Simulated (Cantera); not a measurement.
# Stirred combustor or abatement burner

A perfectly stirred reactor is fed with 18.3 % CH₃OH, 17.2 % O₂, 64.5 % N₂, equivalence ratio 1.6, at 1.50 bar; it is adiabatic with a 325 K inlet, and is followed from long to short residence time, starting on the burning branch (τ in s: 0.34, 0.13, 0.051, 0.02, 0.0075, 0.0029, 0.0011, 0.00043, 0.00016, 6.3e-05, 2.4e-05, 9.3e-06).

Computed with Cantera and GRI-Mech 3.0 (53 species, 325 reactions). GRI-Mech 3.0 was tuned for natural gas; its chemistry of methanol as a main component is partial and can be far from experiment.

```csv
τ (s),T (K),x CH₃OH,x O₂,x NO₂,x HO₂,x O,x NO,x C₂H₄
0.34,1920,9.98e-7,2.66e-5,4.63e-11,1.24e-8,2.11e-6,1.51e-5,2.68e-10
0.13,1916,1.72e-6,4.72e-5,7.86e-11,2.81e-8,4.99e-6,2.12e-5,4.67e-10
0.051,1910,2.97e-6,8.41e-5,1.40e-10,6.05e-8,1.12e-5,3.04e-5,1.06e-9
0.020,1902,5.24e-6,0.000153,2.49e-10,1.26e-7,2.39e-5,4.24e-5,2.91e-9
0.0075,1890,9.96e-6,0.000294,4.13e-10,2.62e-7,4.86e-5,5.40e-5,9.73e-9
0.0029,1876,1.97e-5,0.000569,5.89e-10,5.39e-7,8.72e-5,5.88e-5,3.53e-8
0.0011,1857,4.32e-5,0.00117,7.40e-10,1.21e-6,0.000140,5.41e-5,1.51e-7
0.00043,1833,0.000104,0.00258,8.67e-10,3.27e-6,0.000201,4.03e-5,7.19e-7
0.00016,1775,0.000338,0.00742,1.22e-9,1.65e-5,0.000272,1.80e-5,4.73e-6
6.3e-5,325,0.183,0.172,<1e-12,<1e-12,<1e-12,<1e-12,<1e-12
2.4e-5,325,0.183,0.172,<1e-12,<1e-12,<1e-12,<1e-12,<1e-12
9.3e-6,325,0.183,0.172,<1e-12,<1e-12,<1e-12,<1e-12,<1e-12
```
x: mole fraction; the columns are a selection and need not sum to one.
